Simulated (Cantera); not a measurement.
## Reactions in the system Cr-H-N-O

Source: NASA polynomial tables (part measured, part estimated), evaluated in Cantera. Values are per mole of reaction as written; species without (g) are pure solids or liquids, kept so even where they would boil at 1 bar.

4 CrO₃(g) + 6 NH₃(g) = 4 Cr + 9 H₂O(g) + 3 N₂O(g)

```json
[
 {"T (K)": "1973", "ΔH° (kJ)": "-418.5", "ΔS° (J/K)": "302.0", "ΔG° (kJ)": "-1014.3", "log10 K": "26.85", "condensed phases": "Cr(s)"},
 {"T (K)": "2048", "ΔH° (kJ)": "-411.2", "ΔS° (J/K)": "305.7", "ΔG° (kJ)": "-1037.1", "log10 K": "26.45", "condensed phases": "Cr(s)"},
 {"T (K)": "2123", "ΔH° (kJ)": "-403.3", "ΔS° (J/K)": "309.4", "ΔG° (kJ)": "-1060.2", "log10 K": "26.08", "condensed phases": "Cr(s)"},
 {"T (K)": "2198", "ΔH° (kJ)": "-317.3", "ΔS° (J/K)": "349.8", "ΔG° (kJ)": "-1086.1", "log10 K": "25.81", "condensed phases": "Cr(l)"},
 {"T (K)": "2273", "ΔH° (kJ)": "-313.8", "ΔS° (J/K)": "351.4", "ΔG° (kJ)": "-1112.4", "log10 K": "25.56", "condensed phases": "Cr(l)"},
 {"T (K)": "2348", "ΔH° (kJ)": "-310.1", "ΔS° (J/K)": "352.9", "ΔG° (kJ)": "-1138.8", "log10 K": "25.33", "condensed phases": "Cr(l)"},
 {"T (K)": "2423", "ΔH° (kJ)": "-306.5", "ΔS° (J/K)": "354.5", "ΔG° (kJ)": "-1165.3", "log10 K": "25.12", "condensed phases": "Cr(l)"},
 {"T (K)": "2498", "ΔH° (kJ)": "-302.7", "ΔS° (J/K)": "356.0", "ΔG° (kJ)": "-1192.0", "log10 K": "24.92", "condensed phases": "Cr(l)"},
 {"T (K)": "2573", "ΔH° (kJ)": "-298.9", "ΔS° (J/K)": "357.5", "ΔG° (kJ)": "-1218.7", "log10 K": "24.74", "condensed phases": "Cr(l)"},
 {"T (K)": "2648", "ΔH° (kJ)": "-295.1", "ΔS° (J/K)": "358.9", "ΔG° (kJ)": "-1245.6", "log10 K": "24.57", "condensed phases": "Cr(l)"},
 {"T (K)": "2723", "ΔH° (kJ)": "-291.2", "ΔS° (J/K)": "360.4", "ΔG° (kJ)": "-1272.6", "log10 K": "24.41", "condensed phases": "Cr(l)"}
]
```
